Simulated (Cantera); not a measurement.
Feed: 1 mol CaCO₃, 3.3 mol O₂, at 13.3 mbar.

Equilibrium computed with Cantera from the NASA thermochemical tables; the gas is ideal and each condensed phase is pure. Candidate condensed phases: C, Ca, CaCO₃, CaO; 15 gas species. Rates play no part.

Q: Which condensed phases are stable at each of these points (T (K)): 698, 798, 898, 998, 1098, 1198, 1298, 1398, 1498, 1598, 1698, 1798?

A: 
```
T (K)         condensed phases  Ca condensed (%)
-----  -----------------------  ----------------
698    CaCO₃(calcite) + CaO(s)             100.0
798    CaCO₃(calcite) + CaO(s)             100.0
898                     CaO(s)             100.0
998                     CaO(s)             100.0
1098                    CaO(s)             100.0
1198                    CaO(s)             100.0
1298                    CaO(s)             100.0
1398                    CaO(s)             100.0
1498                    CaO(s)             100.0
1598                    CaO(s)             100.0
1698                    CaO(s)             100.0
1798                    CaO(s)             100.0
```

From 698 K to 798 K the condensed part is CaCO₃(calcite) + CaO(s). From 898 K to 1798 K the condensed part is CaO(s).
